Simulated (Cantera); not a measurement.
A jet of 1.26 % H₂, 8.56 % O₂, 90.2 % N₂ at 300 K and 18.8 Torr hits a platinum plate 9.1 cm away at a mass flux of 0.03 kg/m²/s; the plate temperature is set and raised in steps from an oxygen-covered start.

Cantera simulation using Deutschmann's 1995 Pt surface mechanism with GRI-Mech 3.0 gas chemistry; the numbers are that mechanism's predictions, not measurements. Catalytic surfaces can have several steady states; this one follows from the mechanism file's or the stated starting coverage.

x: mole fraction at the wall; θ: surface coverage.

```json
[
 {"plate T (K)": "700", "wall x H₂": "0.00191", "wall x O₂": "0.0743", "wall x H₂O": "0.0203", "wall x OH": "<1e-8", "θ free Pt": "0.0681", "θ O*": "0.931", "θ OH*": "0.00113"},
 {"plate T (K)": "750", "wall x H₂": "0.00140", "wall x O₂": "0.0738", "wall x H₂O": "0.0212", "wall x OH": "<1e-8", "θ free Pt": "0.101", "θ O*": "0.898", "θ OH*": "0.000997"},
 {"plate T (K)": "800", "wall x H₂": "(withheld)", "wall x O₂": "0.0734", "wall x H₂O": "0.0218", "wall x OH": "<1e-8", "θ free Pt": "(withheld)", "θ O*": "0.846", "θ OH*": "(withheld)"},
 {"plate T (K)": "850", "wall x H₂": "(withheld)", "wall x O₂": "0.0732", "wall x H₂O": "0.0222", "wall x OH": "(withheld)", "θ free Pt": "(withheld)", "θ O*": "0.781", "θ OH*": "(withheld)"},
 {"plate T (K)": "900", "wall x H₂": "0.000580", "wall x O₂": "0.0730", "wall x H₂O": "0.0224", "wall x OH": "4.81e-8", "θ free Pt": "0.289", "θ O*": "0.710", "θ OH*": "0.000716"}
]
```

Question: Some entries are withheld; supply them.

Answer: 
- 800, wall x H₂: 0.000987
- 800, θ free Pt: 0.154
- 800, θ OH*: 0.000908
- 850, wall x H₂: 0.000735
- 850, wall x OH: 1.53e-8
- 850, θ free Pt: 0.218
- 850, θ OH*: 0.000814
